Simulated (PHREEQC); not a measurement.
Model water analysis in mmol/kgw, 35 °C, pH 2.35, pe 12.8: Na 24.6; K 5.07; Ca 3.58; Mg 0.375; Cl 1.05; S(6) 23.1; Cd 0.0105.

Valence states are taken as typed.

All values are PHREEQC results (ion-association model, phreeqc.dat), not measurements.

```json
{
 "ionic_strength": "0.0567 mol/kgw",
 "specific_conductance": "6560 µS/cm",
 "density": "0.997 g/cm³",
 "total_alkalinity": "-9.98 meq/kg",
 "charge_balance_error": "0.4 %"
}
```

| species | molality | activity | log γ |
|---|---|---|---|
| Na+ | 0.0237 | 0.0193 | -0.089 |
| SO4-2 | 0.0158 | 0.00692 | -0.357 |
| H+ | 0.00528 | 0.00447 | -0.072 |
| K+ | 0.00480 | 0.00385 | -0.096 |
| HSO4- | 0.00465 | 0.00377 | -0.091 |
| Ca+2 | 0.00222 | 0.00100 | -0.346 |
| CaSO4 | 0.00131 | 0.00132 | 0.006 |

No solid was allowed to form.
